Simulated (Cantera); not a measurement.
A closed system holds: 1 mol HBr, 0.069 mol H2, 1.3 mol O2, held at 1773 K and 0.100 bar.

Cantera equilibrium calculation (NASA polynomials, part measured and part estimated; ideal gas, pure solids and liquids). Candidate condensed phases: Br2, H2O; 12 gas species. The numbers say what is thermodynamically allowed, not how fast it happens.

Base state: O2 0.415, Br 0.322, H2O 0.197, HBr 0.0543, Br2 0.00983, OH 0.00173, O 0.000191, H2 4.04e-5 (mole fractions); condensed: gas only.

What changes in the equilibrium state with this change: H2 from 0.069 to 6.7 mol?


```json
[
 {"species": "H2", "before": "4.04e-5", "after": "0.533"},
 {"species": "H2O", "before": "0.197", "after": "0.336"},
 {"species": "HBr", "before": "0.0543", "after": "0.123"},
 {"species": "O2", "before": "0.415", "after": "6.93e-9"},
 {"species": "Br", "before": "0.322", "after": "0.00635"},
 {"species": "O", "before": "0.000191", "after": "2.47e-8"},
 {"species": "Br2", "before": "0.00983", "after": "3.82e-6"},
 {"species": "H", "before": "5.72e-6", "after": "0.000657"},
 {"species": "OH", "before": "0.00173", "after": "2.57e-5"}
]
```
